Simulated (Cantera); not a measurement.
A freely propagating, adiabatic, planar premixed flame of CH3OH : O2 : N2 : CO2 = 1 : 1.36 : 5.13 : 0.23 (molar parts), unburnt at 325 K and 0.220 bar; mixture-averaged transport, grid criteria slope 0.08 and curve 0.16, no radiation.

Cantera simulation using GRI-Mech 3.0 (53 species, 325 reactions); the numbers are that mechanism's predictions, not measurements. GRI-Mech 3.0 was tuned for natural gas; its chemistry of methanol as a main component is partial and can be far from experiment. Burning velocities carry a grid error of a few per cent, more on coarse grids.

Predict: laminar burning velocity; thermal thickness; peak x(CH3); peak x(CH2O).


```
Item                         Result
------------------------  ---------
laminar burning velocity  59.4 cm/s
thermal thickness           1.24 mm
peak x(CH3)                0.000189
peak x(CH2O)                 0.0101
```
